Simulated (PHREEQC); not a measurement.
## Metal-bearing waste water: speciation

Make-up at 25 °C: 0.24 mol CdCl2, 0.058 mol ZnCl2, 0.016 mol HCl and 0.00035 mol Na2SO4 per kg of water. Closed to the air; pH follows from the charge balance.

Model: ion-association model, phreeqc.dat, run in PHREEQC.

Each row changes one thing in this solution. No solid was allowed to form.

```json
[
 {"case": "as made", "pH": "1.91", "ionic strength (mol/kgw)": "0.362", "Cl- (mol/kgw)": "0.281", "ZnCl+ (mol/kgw)": "0.00869", "ZnCl2 (mol/kgw)": "0.00107", "ZnCl3- (mol/kgw)": "0.000365", "SI of Halite (NaCl)": "-5.59"},
 {"case": "0.0028 mol/kgw KCl added", "pH": "1.91", "ionic strength (mol/kgw)": "0.364", "Cl- (mol/kgw)": "___", "ZnCl+ (mol/kgw)": "0.00873", "ZnCl2 (mol/kgw)": "___", "ZnCl3- (mol/kgw)": "___", "SI of Halite (NaCl)": "-5.59"},
 {"case": "CdCl2 from 0.24 to 0.024 mol/kgw", "pH": "1.90", "ionic strength (mol/kgw)": "0.203", "Cl- (mol/kgw)": "0.147", "ZnCl+ (mol/kgw)": "0.00599", "ZnCl2 (mol/kgw)": "0.000451", "ZnCl3- (mol/kgw)": "7.75e-5", "SI of Halite (NaCl)": "-5.83"},
 {"case": "CdCl2 left out", "pH": "1.89", "ionic strength (mol/kgw)": "0.178", "Cl- (mol/kgw)": "0.126", "ZnCl+ (mol/kgw)": "0.00543", "ZnCl2 (mol/kgw)": "0.000361", "ZnCl3- (mol/kgw)": "5.28e-5", "SI of Halite (NaCl)": "-5.89"},
 {"case": "Na2SO4 from 0.00035 to 0.00175 mol/kgw", "pH": "1.91", "ionic strength (mol/kgw)": "0.364", "Cl- (mol/kgw)": "0.282", "ZnCl+ (mol/kgw)": "___", "ZnCl2 (mol/kgw)": "0.00106", "ZnCl3- (mol/kgw)": "___", "SI of Halite (NaCl)": "-4.89"},
 {"case": "temperature from 25 to 15 °C", "pH": "1.91", "ionic strength (mol/kgw)": "0.370", "Cl- (mol/kgw)": "0.288", "ZnCl+ (mol/kgw)": "0.00608", "ZnCl2 (mol/kgw)": "0.000737", "ZnCl3- (mol/kgw)": "0.000243", "SI of Halite (NaCl)": "-5.57"}
]
```

Task: Complete the blanks.

Result: 
- 0.0028 mol/kgw KCl added, Cl- (mol/kgw): 0.283
- 0.0028 mol/kgw KCl added, ZnCl2 (mol/kgw): 0.00108
- 0.0028 mol/kgw KCl added, ZnCl3- (mol/kgw): 0.000372
- Na2SO4 from 0.00035 to 0.00175 mol/kgw, ZnCl+ (mol/kgw): 0.00863
- Na2SO4 from 0.00035 to 0.00175 mol/kgw, ZnCl3- (mol/kgw): 0.000363
